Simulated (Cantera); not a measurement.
A closed system holds: 1 mol Si, 0.89 mol SF6, 18 mol N2, held at 1023.15 K and 0.180 bar.

Method: chemical equilibrium by Gibbs-energy minimisation in Cantera with the NASA 1993 tables (ideal gas, pure condensed phases). The tables' values for S2F2 (SSF2), SF3, FS2F (FSSF) are old estimates; treat these amounts as uncertain. Rates play no part.

```
species        before     after
-----------  --------  --------
N2              0.921     0.783
SF6           1.08e-5    0.0871
SF4           0.00670    0.0865
S2F2 (SSF2)    0.0182   1.24e-8
SiF4           0.0512    0.0435
FS2F (FSSF)   1.14e-5     <1e-9
SF5           5.12e-8   1.65e-5
SF2           0.00204   4.21e-5
SF3          0.000421  0.000217
```
Gas species are given as mole fractions.

**Question.** Name the change that produced these shifts.
(A) temperature from 1023.15 K to 1425 K
(B) SF6 from 0.89 to 4 mol
(C) SF6 from 0.89 to 0.83 mol
(D) temperature from 1023.15 K to 600 K

**Answer.** B, SF6 from 0.89 to 4 mol. The tables' values for SF3, SF5 are old estimates; treat these amounts as uncertain
